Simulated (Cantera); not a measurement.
**NO annealing gas**

An isothermal, constant-pressure homogeneous reactor starts with NO : N2 = 1 : 3.4 (molar parts), at 1850 K and 360 Torr.

Computed with Cantera and GRI-Mech 3.0 (53 species, 325 reactions).

| t (s) | x NO | x O | x O2 | x N2O | x N2 |
|---|---|---|---|---|---|
| 4.00e-6 | 0.227 | 3.51e-8 | 5.34e-12 | 3.55e-8 | 0.773 |
| 1.10e-5 | 0.227 | 9.46e-8 | 3.97e-11 | 9.72e-8 | 0.773 |
| 3.01e-5 | 0.227 | 2.47e-7 | 2.90e-10 | 2.66e-7 | 0.773 |
| 8.26e-5 | 0.227 | 6.00e-7 | 2.02e-9 | 7.21e-7 | 0.773 |
| 0.000227 | 0.227 | 1.28e-6 | 1.35e-8 | 1.92e-6 | 0.773 |
| 0.000622 | 0.227 | 2.58e-6 | 9.50e-8 | 4.89e-6 | 0.773 |
| 0.00171 | 0.227 | 5.98e-6 | 9.61e-7 | 1.10e-5 | 0.773 |
| 0.00469 | 0.227 | 1.30e-5 | 1.25e-5 | 1.88e-5 | 0.773 |
| 0.0129 | 0.227 | 1.64e-5 | 8.58e-5 | 2.19e-5 | 0.773 |
| 0.0353 | 0.227 | 1.70e-5 | 0.000310 | 2.19e-5 | 0.773 |
| 0.0968 | 0.225 | 1.84e-5 | 0.000925 | 2.16e-5 | 0.774 |
| 0.266 | 0.222 | 2.17e-5 | 0.00261 | 2.09e-5 | 0.775 |
| 0.729 | 0.213 | 2.87e-5 | 0.00716 | 1.91e-5 | 0.780 |
| 2.00 | 0.189 | 4.15e-5 | 0.0188 | 1.50e-5 | 0.792 |
x: mole fraction; the columns are a selection and need not sum to one.

Equilibrium at this temperature and pressure: NO 0.00380, O 9.36e-5, O2 0.112, N2O 1.59e-7, N2 0.884 (gas phase only).
